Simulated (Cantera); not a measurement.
An isothermal, constant-pressure homogeneous reactor starts with H2 : O2 : N2 = 0.38 : 1 : 7.9 (molar parts), equivalence ratio 0.19, at 1348 K and 293 Torr.

Computed with Cantera and GRI-Mech 3.0 (53 species, 325 reactions). The temperature is held fixed by assumption; the heat of reaction is taken as removed at once.

x: mole fraction; the columns are a selection and need not sum to one.

```tsv
t (s)	x H2	x O2	x N2O	x O	x OH	x H	x HO2
2.00e-6	0.0409	0.108	<1e-12	3.31e-10	3.02e-10	2.61e-9	2.87e-9
5.97e-6	0.0409	0.108	<1e-12	2.41e-9	1.97e-9	8.00e-9	8.62e-9
1.78e-5	0.0409	0.108	<1e-12	2.15e-8	1.59e-8	4.50e-8	2.66e-8
5.32e-5	0.0409	0.108	1.45e-12	1.32e-6	9.58e-7	2.52e-6	1.74e-7
0.000159	0.00686	0.0884	2.42e-8	0.00959	0.00341	0.0125	1.17e-5
0.000474	0.00126	0.0870	1.23e-7	0.00512	0.00191	0.00328	1.06e-5
0.00141	0.000215	0.0886	1.96e-7	0.000816	0.000760	0.000204	6.00e-6
0.00422	2.33e-5	0.0890	2.47e-7	8.90e-5	0.000252	7.33e-6	1.42e-6
0.0126	3.30e-6	0.0891	2.68e-7	1.34e-5	9.83e-5	4.27e-7	2.69e-7
0.0376	___	0.0891	2.70e-7	___	___	___	___
0.112	___	0.0891	___	___	___	___	___
0.335	6.72e-8	0.0891	1.76e-7	2.98e-7	1.47e-5	1.45e-9	1.59e-8
1.00	4.56e-8	0.0891	6.61e-8	2.01e-7	1.20e-5	8.15e-10	1.56e-8
```

### Question
Complete the blanks.

### Answer

- 0.0376, x H2: 6.79e-7
- 0.0376, x O: 2.90e-6
- 0.0376, x OH: 4.58e-5
- 0.0376, x H: 4.31e-8
- 0.0376, x HO2: 6.46e-8
- 0.112, x H2: 1.83e-7
- 0.112, x N2O: 2.47e-7
- 0.112, x O: 8.06e-7
- 0.112, x OH: 2.41e-5
- 0.112, x H: 6.33e-9
- 0.112, x HO2: 2.32e-8
